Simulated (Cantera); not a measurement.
Input: 1 mol CO2, 5.5 mol H2O, 7.6 mol O2, at 598.15 K and 37.0 mbar.

Equilibrium computed with Cantera from the NASA thermochemical tables; the gas is ideal and each condensed phase is pure. Candidate condensed phases: C, C6H6, C7H8, C8H18, H2O; 110 gas species. The numbers say what is thermodynamically allowed, not how fast it happens.

Base state: O2 0.539, H2O 0.390, CO2 0.0709 (mole fractions); condensed: gas only.

What changes in the equilibrium state with this change: temperature from 598.15 K to 1748 K?


```
species  before     after
-------  ------  --------
O2        0.539     0.538
H2O       0.390     0.388
CO2      0.0709    0.0708
OH        <1e-9   0.00284
O         <1e-9  0.000280
H2        <1e-9   9.00e-5
CO        <1e-9   5.93e-5
H         <1e-9   1.13e-5
```
